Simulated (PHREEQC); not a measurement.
A PHREEQC input (ion-association model, phreeqc.dat):

```
SOLUTION 1
  temp 25
  units mg/L
  pH 12.5
  pe 8.7
  Na 7.48
  K 0.69
  Ca 28.6
  Mg 25.4
  Cl 17.8
  S(6) 96.5 as SO4
  Alkalinity 81 as HCO3
  Sr 0.0556
  Pb 0.915
END
USE solution 1
EQUILIBRIUM_PHASES 1
  CO2(g) -3.4 10
END
```

It stops with these messages:

```
WARNING: Maximum iterations exceeded, 100
WARNING: Maximum iterations exceeded, 100
WARNING: The program has failed to converge to a numerical solution.
ERROR:           Alkalinity has not converged. Total: 1.328511e-03	Calculated: 3.814355e-02	Residual: -3.681504e-02
ERROR: Is non-carbonate alkalinity greater than total alkalinity?
ERROR:                   Ca has not converged. Total: 7.141415e-04	Calculated: 3.479598e-04	Residual: 3.661817e-04
ERROR:                   Cl has not converged. Total: 5.024733e-04	Calculated: 5.834430e-04	Residual: -8.096972e-05
ERROR:                    K has not converged. Total: 1.766022e-05	Calculated: 2.058457e-05	Residual: -2.924349e-06
ERROR:                   Mg has not converged. Total: 1.045584e-03	Calculated: 9.209548e-04	Residual: 1.246293e-04
ERROR:                   Na has not converged. Total: 3.256210e-04	Calculated: 3.765813e-04	Residual: -5.096038e-05
ERROR:                   Pb has not converged. Total: 4.419756e-06	Calculated: 3.862960e-06	Residual: 5.567960e-07
ERROR:                 S(6) has not converged. Total: 1.005339e-03	Calculated: 7.552478e-04	Residual: 2.500914e-04
ERROR:                   Sr has not converged. Total: 6.350640e-07	Calculated: 3.980992e-07	Residual: 2.369648e-07
ERROR:                   Mu Ionic strength has not converged. 	Residual: 1.096521e-03
ERROR:               A(H2O) Activity of water has not converged. 	Residual: 1.569869e-03
ERROR: Model failed to converge for initial solution  1.
```

Q: Find the cause and the fix.

A: The fault: pH typed as 12.5 with the alkalinity kept. The line should read `pH 8.01` where the input has `pH 12.5`. With the mend the run ends at pH 8.28 and ionic strength 0.00594 mol/kgw.
